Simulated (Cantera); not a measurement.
A perfectly stirred reactor is fed with 6.67 % CH4, 93.3 % H2, at 680 Pa; it is held at 1825 K, and followed from long to short residence time.

Model: GRI-Mech 3.0 (53 species, 325 reactions), integrated in Cantera. GRI-Mech 3.0 stops at C3 and has no aromatics, soot or wall deposition, so with more carbon than oxygen in the feed, carbon stays in small species such as C2H2 where larger ones or solid carbon would form. Radical loss at walls, strong at low pressure, is not modelled.

x: mole fraction; the columns are a selection and need not sum to one.

```tsv
τ (s)	x CH4	x H2	x C2H2	x CH2	x C2H6	x H	x CH3
12	0.00359	0.963	0.0293	1.38e-6	7.39e-8	0.00407	0.000305
5.1	___	0.962	0.0281	___	___	___	___
2.2	0.0102	0.960	0.0260	2.28e-6	4.63e-7	0.00321	0.000686
0.91	___	0.956	___	___	___	___	___
0.39	0.0265	0.952	0.0180	3.16e-6	2.28e-6	0.00247	0.00137
0.16	0.0390	0.945	0.0119	3.31e-6	4.09e-6	0.00212	0.00175
0.069	0.0513	0.939	0.00596	2.92e-6	5.44e-6	0.00174	0.00189
0.029	0.0612	0.934	0.00156	1.70e-6	4.37e-6	0.00117	0.00153
0.012	0.0654	0.933	0.000125	4.66e-7	1.46e-6	0.000558	0.000783
0.0053	0.0663	0.933	5.72e-6	9.86e-8	3.25e-7	0.000246	0.000350
```

Complete the blanks.


- 5.1, x CH4: 0.00612
- 5.1, x CH2: 1.81e-6
- 5.1, x C2H6: 1.90e-7
- 5.1, x H: 0.00363
- 5.1, x CH3: 0.000463
- 0.91, x CH4: 0.0170
- 0.91, x C2H2: 0.0227
- 0.91, x CH2: 2.77e-6
- 0.91, x C2H6: 1.10e-6
- 0.91, x H: 0.00281
- 0.91, x CH3: 0.00100
